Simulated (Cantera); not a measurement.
Low-pressure radical oxidation in H2/O2

An isothermal, constant-pressure homogeneous reactor starts with H2 : O2 : N2 = 0.026 : 1 : 1.6 (molar parts), equivalence ratio 0.013, at 975 K and 20.0 Torr.

Computed with Cantera and GRI-Mech 3.0 (53 species, 325 reactions). Radical loss at walls, strong at low pressure, is not modelled.

```json
[
 {"t (s)": "1.00e-6", "x H2": "0.00990", "x O2": "0.381", "x NO": "<1e-12", "x NO2": "<1e-12", "x OH": "<1e-12", "x H2O2": "<1e-12", "x N2O": "<1e-12"},
 {"t (s)": "4.35e-6", "x H2": "0.00990", "x O2": "0.381", "x NO": "<1e-12", "x NO2": "<1e-12", "x OH": "<1e-12", "x H2O2": "<1e-12", "x N2O": "<1e-12"},
 {"t (s)": "1.89e-5", "x H2": "0.00990", "x O2": "0.381", "x NO": "<1e-12", "x NO2": "<1e-12", "x OH": "<1e-12", "x H2O2": "<1e-12", "x N2O": "<1e-12"},
 {"t (s)": "8.23e-5", "x H2": "0.00990", "x O2": "0.381", "x NO": "<1e-12", "x NO2": "<1e-12", "x OH": "<1e-12", "x H2O2": "<1e-12", "x N2O": "<1e-12"},
 {"t (s)": "0.000358", "x H2": "0.00990", "x O2": "0.381", "x NO": "<1e-12", "x NO2": "<1e-12", "x OH": "5.58e-12", "x H2O2": "<1e-12", "x N2O": "<1e-12"},
 {"t (s)": "0.00156", "x H2": "0.00990", "x O2": "0.381", "x NO": "<1e-12", "x NO2": "<1e-12", "x OH": "6.80e-11", "x H2O2": "<1e-12", "x N2O": "<1e-12"},
 {"t (s)": "0.00678", "x H2": "0.00990", "x O2": "0.381", "x NO": "<1e-12", "x NO2": "<1e-12", "x OH": "6.53e-8", "x H2O2": "1.03e-12", "x N2O": "<1e-12"},
 {"t (s)": "0.0295", "x H2": "0.000213", "x O2": "0.376", "x NO": "1.63e-8", "x NO2": "3.78e-12", "x OH": "0.000282", "x H2O2": "7.07e-8", "x N2O": "1.93e-9"},
 {"t (s)": "0.128", "x H2": "8.39e-6", "x O2": "0.378", "x NO": "1.95e-8", "x NO2": "3.46e-11", "x OH": "5.04e-5", "x H2O2": "2.86e-8", "x N2O": "4.69e-9"},
 {"t (s)": "0.558", "x H2": "4.95e-7", "x O2": "0.378", "x NO": "1.95e-8", "x NO2": "1.25e-10", "x OH": "1.28e-5", "x H2O2": "1.34e-8", "x N2O": "5.55e-9"},
 {"t (s)": "2.43", "x H2": "2.80e-8", "x O2": "0.378", "x NO": "1.94e-8", "x NO2": "1.89e-10", "x OH": "3.73e-6", "x H2O2": "3.34e-9", "x N2O": "5.80e-9"},
 {"t (s)": "10.6", "x H2": "2.31e-9", "x O2": "0.378", "x NO": "1.94e-8", "x NO2": "1.67e-10", "x OH": "1.33e-6", "x H2O2": "6.46e-10", "x N2O": "5.91e-9"},
 {"t (s)": "46.0", "x H2": "3.33e-10", "x O2": "0.378", "x NO": "1.95e-8", "x NO2": "1.11e-10", "x OH": "5.50e-7", "x H2O2": "1.32e-10", "x N2O": "5.97e-9"},
 {"t (s)": "200", "x H2": "6.23e-11", "x O2": "0.378", "x NO": "1.95e-8", "x NO2": "7.34e-11", "x OH": "2.46e-7", "x H2O2": "2.85e-11", "x N2O": "5.98e-9"}
]
```
x: mole fraction; the columns are a selection and need not sum to one.

Equilibrium at this temperature and pressure: H2 4.06e-12, O2 0.378, NO 2.81e-5, NO2 3.94e-7, OH 6.32e-8, H2O2 2.03e-12, N2O 3.41e-10 (gas phase only).
